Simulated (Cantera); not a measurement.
Cantera run:

```python
import numpy as np
import cantera as ct

gas_names = """
    I2 H2 HI ALI3 PbI2
""".split()
cond_names = """
    Mg(cr) Mg(L) MgI2(s) MgI2(L) AL(cr) AL(L) Pb(cr) Pb(L)
""".split()


def load(file, names, dense=False):
    # The tables refer to 1 bar. Condensed volumes are neglected.
    table = {s.name: s for s in ct.Species.list_from_file(file)}
    out = []
    for n in names:
        d = dict(table[n].input_data)
        d["thermo"] = dict(d["thermo"], **{"reference-pressure": 1e5})
        if dense:
            d["equation-of-state"] = {"model": "constant-volume", "density": "1e6 g/cm^3"}
        out.append(ct.Species.from_dict(d))
    return out


species = {s.name: s for s in load("nasa_gas.yaml", gas_names) + load("nasa_condensed.yaml", cond_names)}
# Each term lists the table entries of one substance; the one whose range holds T is used.
reactions = {
    'Mg + I2(g) = MgI2':
        [(-1, ['Mg(cr)', 'Mg(L)']), (-1, ['I2']), (1, ['MgI2(s)', 'MgI2(L)'])],
    'H2(g) + I2(g) = 2 HI(g)':
        [(-1, ['H2']), (-1, ['I2']), (2, ['HI'])],
    '0.6667 Al + I2(g) = 0.6667 AlI3(g)':
        [(-0.6666666666666666, ['AL(cr)', 'AL(L)']), (-1, ['I2']), (0.6666666666666666, ['ALI3'])],
    'Pb + I2(g) = PbI2(g)':
        [(-1, ['Pb(cr)', 'Pb(L)']), (-1, ['I2']), (1, ['PbI2'])],
}


def pick(names, T):
    return next(species[n] for n in names if species[n].thermo.min_temp <= T <= species[n].thermo.max_temp)


results = []
for label, terms in reactions.items():
    print(label)
    print("     T/K   dH/kJ  dS/(J/K)   dG/kJ   log10 K")
    for T in [300, 475, 575, 675, 775, 875, 975, 1075, 1175, 1275, 1375]:
        used = [(nu, pick(names, T)) for nu, names in terms]
        dH = sum(nu * s.thermo.h(T) for nu, s in used) / 1e6
        dS = sum(nu * s.thermo.s(T) for nu, s in used) / 1e3
        dG = dH - T * dS / 1e3
        logK = -dG * 1e6 / (ct.gas_constant * T * np.log(10))
        results.append((label, T, dH, dS, dG, logK, [s.name for _, s in used]))
        print(f"{T:8g} {dH:8.1f} {dS:8.1f} {dG:8.1f} {logK:8.2f}")
```

It prints:

```
Mg + I2(g) = MgI2
     T/K   dH/kJ  dS/(J/K)   dG/kJ   log10 K
     300   -429.3   -163.4   -380.3    66.22
     475   -426.8   -156.8   -352.3    38.74
     575   -425.1   -153.6   -336.8    30.60
     675   -423.4   -150.8   -321.6    24.89
     775   -421.6   -148.4   -306.6    20.67
     875   -419.9   -146.2   -291.9    17.43
     975   -396.5   -120.3   -279.1    14.95
    1075   -393.7   -117.6   -267.2    12.98
    1175   -390.9   -115.1   -255.6    11.36
    1275   -388.1   -112.9   -244.2    10.00
    1375   -385.4   -110.8   -233.0     8.85
H2(g) + I2(g) = 2 HI(g)
     T/K   dH/kJ  dS/(J/K)   dG/kJ   log10 K
     300     -9.7     21.8    -16.2     2.83
     475    -11.1     18.2    -19.7     2.17
     575    -11.8     16.9    -21.5     1.95
     675    -12.4     15.9    -23.1     1.79
     775    -12.8     15.3    -24.7     1.66
     875    -13.2     14.8    -26.2     1.56
     975    -13.5     14.5    -27.6     1.48
    1075    -13.6     14.3    -29.1     1.41
    1175    -13.8     14.2    -30.5     1.36
    1275    -13.9     14.1    -31.9     1.31
    1375    -14.0     14.0    -33.3     1.27
0.6667 Al + I2(g) = 0.6667 AlI3(g)
     T/K   dH/kJ  dS/(J/K)   dG/kJ   log10 K
     300   -191.3    -30.5   -182.1    31.71
     475   -191.6    -31.2   -176.7    19.44
     575   -191.7    -31.5   -173.6    15.77
     675   -191.9    -31.8   -170.4    13.19
     775   -192.2    -32.3   -167.2    11.27
     875   -192.6    -32.8   -164.0     9.79
     975   -200.3    -40.9   -160.4     8.59
    1075   -200.7    -41.3   -156.3     7.59
    1175   -201.1    -41.7   -152.1     6.76
    1275   -201.6    -42.1   -147.9     6.06
    1375   -202.1    -42.5   -143.7     5.46
Pb + I2(g) = PbI2(g)
     T/K   dH/kJ  dS/(J/K)   dG/kJ   log10 K
     300    -65.6     34.0    -75.8    13.20
     475    -66.8     30.8    -81.5     8.96
     575    -67.7     29.2    -84.5     7.68
     675    -73.5     19.6    -86.7     6.71
     775    -74.5     18.3    -88.6     5.97
     875    -75.4     17.1    -90.4     5.40
     975    -76.4     16.1    -92.1     4.93
    1075    -77.3     15.2    -93.6     4.55
    1175    -78.2     14.3    -95.1     4.23
    1275    -79.2     13.6    -96.5     3.95
    1375    -80.1     12.9    -97.8     3.72
```

Source: NASA polynomial tables (part measured, part estimated), evaluated in Cantera. Condensed species are held in their standard states even where they would react or evaporate.
